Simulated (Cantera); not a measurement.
# Silicon nitride deposition: Si2Cl6 + NH3 + H2

Feed: 1 mol Si2Cl6, 22 mol NH3, 0.11 mol H2, held at 0.270 bar.

These are equilibrium values from Cantera (NASA tables, ideal gas, pure condensed phases), not measurements of a reactor. Candidate condensed phases: NH4Cl, Si, Si3N4; 28 gas species. The feed counts by its element totals alone. The tables' values for SiCl3, SiCl, SiN are old estimates; treat these amounts as uncertain. Gases not in the tables: Si2H6 and higher silanes. Rates play no part.

| T (K) | log p H2 | log p N2 | log p HCl | log p SiCl2 | n Si3N4(s) | n Si(l) |
|---|---|---|---|---|---|---|
| 873 | -0.75 | -1.24 | -1.46 | -10.32 | 0.657 | 0 |
| 1023 | -0.75 | -1.24 | -1.46 | -7.98 | 0.661 | 0 |
| 1173 | -0.75 | -1.24 | -1.45 | -6.25 | 0.663 | 0 |
| 1323 | -0.75 | -1.24 | -1.45 | -4.92 | 0.663 | 0 |
| 1473 | -0.75 | -1.24 | -1.46 | -3.88 | 0.655 | 0 |
| 1623 | -0.75 | -1.24 | -1.48 | -3.07 | 0.612 | 0 |
| 1773 | -0.75 | -1.23 | -1.54 | -2.51 | 0.484 | 0 |
| 1923 | -0.74 | -1.22 | -1.67 | -2.19 | 0.285 | 0 |
| 2073 | -0.75 | -1.20 | -1.66 | -2.22 | 0 | 0.894 |
log p: log10 of the partial pressure in bar; n: condensed amount in mol.

From 873 K to 1923 K the condensed part is Si3N4(s). At 2073 K the condensed part is Si(l). The main Si-bearing gas is SiCl4 at 873 K and SiCl2 at 2073 K. The share of Si in condensed phases is highest at 1173 K (99.5 %) and lowest at 1923 K (42.7 %).
